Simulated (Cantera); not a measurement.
A Cantera script and what it prints.

```python
import numpy as np
import cantera as ct

gas_names = [...]  # 87 gases of nasa_gas.yaml made of C, H, Si
cond_names = """
    C(gr) C6H6(L) C7H8(L) C8H18(L),n-octa Si(cr) Si(L) SiC(b)
""".split()


# ... load() reads the species with a 1 bar reference pressure and builds the phases ...
atoms = {
    'CH3SiH3': {'C': 1, 'H': 6, 'Si': 1},
    'H2': {'H': 2},
}
top_T = {'C(gr)': 4500, 'SiC(b)': 3050}  # K; cautious upper limits of use, not melting points


# ... equilibrate(T, P, feed) seeds the gas with the atoms and calls Mixture.equilibrate('TP', solver="vcs", rtol=1e-11, max_steps=5000) ...
results = []
feed = {'CH3SiH3': 1, 'H2': 1700}  # mol
P = 100000  # Pa
for T in [1225, 1325, 1425, 1525, 1625, 1725, 1825, 1925, 2025, 2125, 2225, 2325, 2425]:
    mix = equilibrate(T, P, feed)
    results.append((T, P, feed, dict(zip(mix.species_names, mix.species_moles))))

top = {s: max(r[3][s] / sum(r[3][g] for g in gas_names) for r in results) for s in gas_names}
cols = sorted((s for s in top if top[s] > 0.0001), key=lambda s: -top[s])[:9]
seen = [c for c in cond_names if any(r[3].get(c, 0) > 1e-12 for r in results)]
print("log10 of partial pressures in bar; condensed amounts in mol")
print(f"{'T/K':>10s}" + "".join(f"{s[:9]:>10s}" for s in cols + seen))
for T, P, feed, n in results:
    ng = sum(n[g] for g in gas_names)
    print(f"{T:10.4g}" + "".join(f"{np.log10(max(n[s] / ng * P / 1e5, 1e-99)):10.3f}" for s in cols)
          + "".join(f"{n.get(c, 0):10.4g}" for c in seen))
```

Result:

```
log10 of partial pressures in bar; condensed amounts in mol
       T/K        H2         H        Si C2H2,acet      SiH2       SiH    Si(cr)    SiC(b)
      1225    -0.000    -6.506   -11.461   -12.206    -7.710   -10.353   0.04257    0.9562
      1325    -0.000    -5.786   -10.025   -11.017    -6.934    -9.165   0.03687    0.9616
      1425    -0.000    -5.166    -8.793    -9.995    -6.266    -8.145   0.03182    0.9656
      1525    -0.000    -4.626    -7.724    -9.109    -5.687    -7.262   0.02572    0.9688
      1625    -0.000    -4.152    -6.788    -8.332    -5.180    -6.489   0.01451    0.9713
      1725    -0.000    -3.731    -6.041    -7.489    -4.811    -5.886         0    0.9678
      1825    -0.000    -3.356    -5.527    -6.436    -4.634    -5.501         0    0.9484
      1925    -0.000    -3.020    -5.064    -5.503    -4.471    -5.153         0    0.9139
      2025    -0.001    -2.716    -4.606    -4.745    -4.285    -4.800         0    0.8381
      2125    -0.002    -2.441    -4.136    -4.170    -4.061    -4.426         0    0.6488
      2225    -0.003    -2.190    -3.679    -3.710    -3.828    -4.055         0    0.1816
      2325    -0.005    -1.961    -3.509    -3.593    -3.863    -3.965         0         0
      2425    -0.008    -1.751    -3.446    -3.578    -3.990    -3.977         0         0
```

Equilibrium computed with Cantera from the NASA thermochemical tables; the gas is ideal and each condensed phase is pure. The feed counts by its element totals alone. Mutual solubility and eutectic melting of coexisting phases are not modelled. Gases not in the tables: Si2H6 and higher silanes.
